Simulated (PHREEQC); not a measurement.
Dissolve 28 mmol/kgw CdSO4, 1 mmol/kgw Na2SO4 and 0.84 mmol/kgw H2SO4 at 50 °C. Closed to the air; pH follows from the charge balance.

Equilibrium calculation in PHREEQC: ion-association model, phreeqc.dat.

```json
[
 {"quantity": "pH", "before": "3.17", "after": "3.48"},
 {"quantity": "ionic strength (mol/kgw)", "before": "0.0628", "after": "0.0631"},
 {"quantity": "SO4-2 (mol/kgw)", "before": "0.0141", "after": "0.0143"},
 {"quantity": "Na+ (mol/kgw)", "before": "0.00194", "after": "0.00193"},
 {"quantity": "HSO4- (mol/kgw)", "before": "0.000874", "after": "0.000440"},
 {"quantity": "NaSO4- (mol/kgw)", "before": "6.54e-5", "after": "6.64e-5"}
]
```

**Question.** Name the change that produced these shifts.
A. CdSO4 replaced by MnSO4 at the same molality
B. 0.015 mol/kgw KCl added
C. H2SO4 replaced by KHSO4 at the same molality
D. CdSO4 replaced by MgSO4 at the same molality
E. H2SO4 left out

**Answer.** C, H2SO4 replaced by KHSO4 at the same molality

No solid was allowed to form. Away from 25 °C the constants follow the database's enthalpies or fits; those with neither stay at their 25 °C values.
